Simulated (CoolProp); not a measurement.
Vapour-liquid equilibrium of isopentane (1) + toluene (2) at 410.8 K; x and y are mole fractions of (1).

Values from CoolProp's multi-fluid Helmholtz-energy mixture model, Lemmon 2006 and Lemmon 2006; pair parameters Bell 2016.

Q: Give the bubble pressure and the first vapour's composition at x = 0.35, 0.65, 0.95. Is there an azeotrope?

A: x = 0.35: 7.027 bar, y = 0.771; x = 0.65: 10.68 bar, y = 0.895; x = 0.95: 14.35 bar, y = 0.983. No azeotrope shows between x = 0.05 and 0.95.

The pair parameters rest on a limited set of measurements; away from them the model extrapolates. The gap from Raoult's law changes sign with composition, which may be real or a fault of the pair parameters; it wasn't checked against measurements.
